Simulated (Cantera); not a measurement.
Charge: 1 mol MgO, 6.6 mol H₂, 0.018 mol C, equilibrated at 1498.15 K and 10.0 mbar.

Equilibrium computed with Cantera from the NASA thermochemical tables; the gas is ideal and each condensed phase is pure. Candidate condensed phases: C, C₆H₆, C₇H₈, C₈H₁₈, H₂O, Mg, MgCO₃, MgO, Mg(OH)₂; 116 gas species. Equilibrium is a limit: real reactors are often held back by kinetics, nucleation or transport.

Base state: H₂ 0.994, Mg 0.00274, CO 0.00271, H 0.000172, H₂O 3.47e-5 (mole fractions); condensed: MgO(s).

### Question
What changes in the equilibrium state with this change: temperature from 1498.15 K to 2350 K?

### Answer
```json
[
 {"species": "H₂", "before": "0.994", "after": "0.651"},
 {"species": "Mg", "before": "0.00274", "after": "0.123"},
 {"species": "H₂O", "before": "3.47e-5", "after": "0.118"},
 {"species": "H", "before": "0.000172", "after": "0.101"},
 {"species": "OH", "before": "<1e-9", "after": "0.00314"},
 {"species": "O", "before": "<1e-9", "after": "0.000328"},
 {"species": "MgO", "before": "<1e-9", "after": "0.000152"},
 {"species": "MgOH", "before": "2.10e-8", "after": "0.000678"},
 {"species": "O₂", "before": "<1e-9", "after": "2.46e-5"},
 {"species": "MgO(s), mol", "before": "0.982", "after": "0"}
]
```
The tables' values for MgH are old estimates; treat these amounts as uncertain.

### Question
What changes in the equilibrium state with this change: temperature from 1498.15 K to 2723 K?

### Answer
```tsv
species	before	after
H₂	0.994	0.403
H	0.000172	0.393
Mg	0.00274	0.102
OH	<1e-9	0.0178
O	<1e-9	0.0110
H₂O	3.47e-5	0.0698
O₂	<1e-9	0.000772
MgO	<1e-9	0.000427
MgOH	2.10e-8	0.000279
CO₂	3.67e-8	4.61e-5
MgO(s), mol	0.982	0
```
The tables' values for MgH are old estimates; treat these amounts as uncertain.

### Question
What changes in the equilibrium state with this change: C from 0.018 to 0.24 mol?

### Answer
```csv
species,before,after
H₂,0.994,0.932
CO,0.00271,0.0339
Mg,0.00274,0.0339
H₂O,3.47e-5,2.63e-6
MgH,2.82e-6,3.37e-5
"MgO(s), mol",0.982,0.760
```
The tables' values for MgH are old estimates; treat these amounts as uncertain.
